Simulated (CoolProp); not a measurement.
A single-stage vapour-compression cycle with n-heptane: evaporating at 323.15 K (dew point), condensing at 385.15 K (bubble point), superheat 10 K, subcooling 5 K, compressor efficiency 0.6, no pressure losses. Each further row changes one setting.

Computed with CoolProp (reference Helmholtz-energy equation of state, Span 2003). It is a short technical equation, of lower accuracy than the large ones.

```csv
case,cooling COP,pressure ratio,discharge temperature (K),refrigerating effect (kJ/kg),volumetric capacity (kJ/m³)
as stated,2.40,7.88,385.9,227,157
evaporating temperature 328.15 K,___,6.44,386.1,236,197
condensing temperature 380.15 K,___,___,382.4,240,166
subcooling 10 K,2.53,7.88,385.9,240,166
superheat 20 K,2.48,7.88,396.5,___,165
compressor efficiency 0.5,2.00,7.88,394.8,227,157
```

### Question
Fill in the missing entries.

### Answer

- evaporating temperature 328.15 K, cooling COP: 2.73
- condensing temperature 380.15 K, cooling COP: 2.71
- condensing temperature 380.15 K, pressure ratio: 6.87
- superheat 20 K, refrigerating effect (kJ/kg): 245
